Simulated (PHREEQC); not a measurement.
Consider water at 25 °C with 0.022 mol NaH2PO4, 0.00016 mol Na2SO4 and 0.057 mol NaCl per kg of water. Closed to the air; pH follows from the charge balance.

The numbers come from PHREEQC with the ion-association model, wateq4f.dat.

```json
{
 "pH": "4.56",
 "ionic_strength": "0.0796 mol/kgw"
}
```

| species | molality | activity | log γ |
|---|---|---|---|
| Na+ | 0.0793 | 0.0631 | -0.099 |
| Cl- | 0.0570 | 0.0445 | -0.107 |
| H2PO4- | 0.0218 | 0.0175 | -0.096 |
| SO4-2 | 0.000138 | 5.54e-5 | -0.396 |
| HPO4-2 | 9.72e-5 | 3.93e-5 | -0.393 |
| H3PO4 | 7.00e-5 | 7.12e-5 | 0.008 |
| H+ | 3.31e-5 | 2.76e-5 | -0.078 |
| NaSO4- | 2.18e-5 | 1.75e-5 | -0.096 |

Precipitation was switched off in this run. Complexes and solids missing from the database can't appear. H3PO4, which wateq4f.dat lacks, is added to it with the constant of phreeqc.dat.
